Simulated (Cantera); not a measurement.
What does this Cantera script print?

```python
import numpy as np
import cantera as ct

gas_names = """
    C CO CO2 C2 C2O C3 C3O2 C4 C5 Cu CuO Cu2 O O2 O3
""".split()
cond_names = """
    C(gr) Cu(cr) Cu(L) CuO(s) Cu2O(s) Cu2O(L)
""".split()


# ... load() reads the species with a 1 bar reference pressure and builds the phases ...
atoms = {
    'Cu2O': {'Cu': 2, 'O': 1},
    'C': {'C': 1},
    'CO': {'C': 1, 'O': 1},
}
top_T = {'C(gr)': 4500, 'CuO(s)': 1390}  # K; cautious upper limits of use, not melting points


# ... equilibrate(T, P, feed) seeds the gas with the atoms and calls Mixture.equilibrate('TP', solver="vcs", rtol=1e-11, max_steps=5000) ...
results = []
feed = {'Cu2O': 1, 'C': 0.41, 'CO': 0.023}  # mol
P = 1000  # Pa
for T in [1323, 1373, 1423, 1473, 1523, 1573, 1623, 1673, 1723, 1773, 1823, 1873, 1923, 1973]:
    mix = equilibrate(T, P, feed)
    results.append((T, P, feed, dict(zip(mix.species_names, mix.species_moles))))
    x = sorted(zip(gas.X, gas.species_names), reverse=True)
    print(f"T = {T:g} K  P = {P:g} Pa  gas = {mix.phase_moles(0):.4g} mol")
    print("   x: " + "  ".join(f"{s} {v:.3e}" for v, s in x if v > 0.001))
    print("   condensed (mol): " + ("  ".join(f"{mix.phase(i).name} {mix.phase_moles(i):.4g}"
          for i in range(1, mix.n_phases) if mix.phase_moles(i) > 1e-12) or "none"))
```

Result:

```
T = 1323 K  P = 1000 Pa  gas = 0.4331 mol
   x: CO2 9.996e-01
   condensed (mol): Cu(cr) 1.686  Cu2O(s) 0.1569
T = 1373 K  P = 1000 Pa  gas = 0.4333 mol
   x: CO2 9.991e-01
   condensed (mol): Cu(L) 1.687  Cu2O(s) 0.1566
T = 1423 K  P = 1000 Pa  gas = 0.4339 mol
   x: CO2 9.976e-01  O2 1.909e-03
   condensed (mol): Cu(L) 1.689  Cu2O(s) 0.1555
T = 1473 K  P = 1000 Pa  gas = 0.4357 mol
   x: CO2 9.934e-01  O2 5.701e-03
   condensed (mol): Cu(L) 1.695  Cu2O(s) 0.1522
T = 1523 K  P = 1000 Pa  gas = 0.4402 mol
   x: CO2 9.831e-01  O2 1.514e-02  Cu 1.204e-03
   condensed (mol): Cu(L) 1.712  Cu2O(L) 0.1439
T = 1573 K  P = 1000 Pa  gas = 0.4468 mol
   x: CO2 9.682e-01  O2 2.831e-02  Cu 2.652e-03
   condensed (mol): Cu(L) 1.735  Cu2O(L) 0.132
T = 1623 K  P = 1000 Pa  gas = 0.4589 mol
   x: CO2 9.425e-01  O2 5.073e-02  Cu 5.553e-03  CO 1.124e-03
   condensed (mol): Cu(L) 1.776  Cu2O(L) 0.1109
T = 1673 K  P = 1000 Pa  gas = 0.4804 mol
   x: CO2 8.997e-01  O2 8.748e-02  Cu 1.111e-02  CO 1.518e-03
   condensed (mol): Cu(L) 1.847  Cu2O(L) 0.07359
T = 1723 K  P = 1000 Pa  gas = 0.52 mol
   x: CO2 8.307e-01  O2 1.457e-01  Cu 2.134e-02  CO 1.946e-03
   condensed (mol): Cu(L) 1.976  Cu2O(L) 0.00631
T = 1773 K  P = 1000 Pa  gas = 0.5336 mol
   x: CO2 8.082e-01  O2 1.485e-01  Cu 3.943e-02  CO 3.249e-03
   condensed (mol): Cu(L) 1.979
T = 1823 K  P = 1000 Pa  gas = 0.5522 mol
   x: CO2 7.788e-01  O2 1.444e-01  Cu 7.040e-02  CO 5.335e-03
   condensed (mol): Cu(L) 1.961
T = 1873 K  P = 1000 Pa  gas = 0.5859 mol
   x: CO2 7.307e-01  O2 1.375e-01  Cu 1.217e-01  CO 8.381e-03
   condensed (mol): Cu(L) 1.928
T = 1923 K  P = 1000 Pa  gas = 0.6493 mol
   x: CO2 6.544e-01  Cu 2.043e-01  O2 1.261e-01  CO 1.248e-02  O 1.285e-03
   condensed (mol): Cu(L) 1.866
T = 1973 K  P = 1000 Pa  gas = 0.7811 mol
   x: CO2 5.371e-01  Cu 3.338e-01  O2 1.076e-01  CO 1.722e-02  O 1.779e-03  Cu2 1.256e-03  CuO 1.202e-03
   condensed (mol): Cu(L) 1.736
```

Cantera equilibrium calculation (NASA polynomials, part measured and part estimated; ideal gas, pure solids and liquids). Each liquid is taken as pure. Mutual solubility and eutectic melting of coexisting phases are not modelled.
